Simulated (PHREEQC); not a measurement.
Synthetic water in mg/L, 25 °C, pH 2.73, pe 12:

```tsv
constituent	mg/L
Na	1800
K	785
Ca	15.8
Mg	268
Cl	644
S(6) as SO4	5340
Cu(2)	108
```

Valence states are taken as typed.

Computed with PHREEQC (ion-association model, phreeqc.dat).

```tsv
quantity	before	after
ionic strength (mol/kgw)	0.154	0.349
Na+ (mol/kgw)	0.0742	0.0685
SO4-2 (mol/kgw)	0.0399	0.138
K+ (mol/kgw)	0.0186	0.0169
MgSO4 (mol/kgw)	0.00572	0.00769
Mg+2 (mol/kgw)	0.00540	0.00355
SI of Gypsum (CaSO4:2H2O)	-1.42	-1.26
SI of Halite (NaCl)	-4.69	-4.78
```

Task: Which change was made?
A) S(6) from 5340 to 16000 mg/L
B) temperature from 25 to 75 °C at the same typed pH
C) all concentrations times 2 at the same typed pH

Result: A, S(6) from 5340 to 16000 mg/L

No solid was allowed to form.
